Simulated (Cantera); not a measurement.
Cantera run:

```python
import numpy as np
import cantera as ct

gas_names = """
    N NO NO2 NO3 N2 N2O O O2 O3 Si SiN SiO SiO2 Si2 Si2N Si3
""".split()
cond_names = """
    Si(cr) Si(L) SiO2(Lqz) SiO2(hqz) SiO2(L) Si2N2O(s) Si3N4(a)
""".split()


# ... load() reads the species with a 1 bar reference pressure and builds the phases ...
atoms = {
    'Si3N4': {'Si': 3, 'N': 4},
    'O2': {'O': 2},
    'N2': {'N': 2},
}
top_T = {'Si2N2O(s)': 2100, 'Si3N4(a)': 2400}  # K; cautious upper limits of use, not melting points


# ... equilibrate(T, P, feed) seeds the gas with the atoms and calls Mixture.equilibrate('TP', solver="vcs", rtol=1e-11, max_steps=5000) ...
results = []
feed = {'Si3N4': 1, 'O2': 0.91, 'N2': 48}  # mol
P = 24  # Pa
for T in [825, 975, 1125, 1275, 1425, 1575, 1725]:
    mix = equilibrate(T, P, feed)
    results.append((T, P, feed, dict(zip(mix.species_names, mix.species_moles))))

top = {s: max(r[3][s] / sum(r[3][g] for g in gas_names) for r in results) for s in gas_names}
cols = sorted((s for s in top if top[s] > 0.0001), key=lambda s: -top[s])[:9]
seen = [c for c in cond_names if any(r[3].get(c, 0) > 1e-12 for r in results)]
print("log10 of partial pressures in bar; condensed amounts in mol")
print(f"{'T/K':>10s}" + "".join(f"{s[:9]:>10s}" for s in cols + seen))
for T, P, feed, n in results:
    ng = sum(n[g] for g in gas_names)
    print(f"{T:10.4g}" + "".join(f"{np.log10(max(n[s] / ng * P / 1e5, 1e-99)):10.3f}" for s in cols)
          + "".join(f"{n.get(c, 0):10.4g}" for c in seen))
```

It prints:

```
log10 of partial pressures in bar; condensed amounts in mol
       T/K        N2       SiO        Si     Si(L) SiO2(Lqz) SiO2(hqz) Si2N2O(s)  Si3N4(a)
       825    -3.620   -18.931   -32.292         0    0.2133         0     1.393         0
       975    -3.620   -13.947   -24.747         0         0    0.2133     1.393         0
      1125    -3.620   -10.309   -19.227         0         0    0.2133     1.393         0
      1275    -3.620    -7.540   -15.018         0         0    0.2114     1.391         0
      1425    -3.625    -5.508   -11.557         0         0         0      1.18         0
      1575    -3.628    -5.338    -7.298         0         0         0    0.8662    0.1009
      1725    -3.637    -5.076    -5.993    0.9486         0         0         0         0
```

Method: chemical equilibrium by Gibbs-energy minimisation in Cantera with the NASA 1993 tables (ideal gas, pure condensed phases). Mutual solubility and eutectic melting of coexisting phases are not modelled. The tables' values for SiN are old estimates; treat these amounts as uncertain. The tables hold silica as quartz up to 1696 K and as liquid above; real silica turns to tridymite and cristobalite and melts near 1996 K.
